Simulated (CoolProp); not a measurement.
Properties of CF4 (R14) along the isotherm 500 K (Tc = 227.4 K, pc = 3762 kPa, ω = 0.178).

Model: reference Helmholtz-energy equation of state, Platzer 1990, in CoolProp. This equation is an older, rougher fit; its heat capacities, sound speeds and derivatives of the liquid may be far off and weren't checked against measurements.

| p (kPa) | phase | density (kg/m³) | viscosity (µPa s) |
|---|---|---|---|
| 3420 | gas | 72.16 | 26.8 |
| 6840 | supercritical | 143.6 | 27.8 |
| 10300 | supercritical | 214.3 | 29.0 |
| 13700 | supercritical | 281.5 | 30.6 |
| 17100 | supercritical | 345.3 | 32.5 |
| 20500 | supercritical | 405.3 | [?] |
| 23900 | supercritical | 460.8 | 36.6 |
| 27400 | supercritical | 513.3 | [?] |
| 30800 | supercritical | 560.0 | 41.0 |
| 34200 | supercritical | 602.8 | [?] |
| 37600 | supercritical | 642.1 | [?] |

Question: Some entries are withheld; supply them.

Answer: 
- 20500, viscosity (µPa s): 34.5
- 27400, viscosity (µPa s): 38.8
- 34200, viscosity (µPa s): 43.2
- 37600, viscosity (µPa s): 45.5

Viscosity comes from a separate model (Huber 2003), an estimate that may be off by 10 % or more.
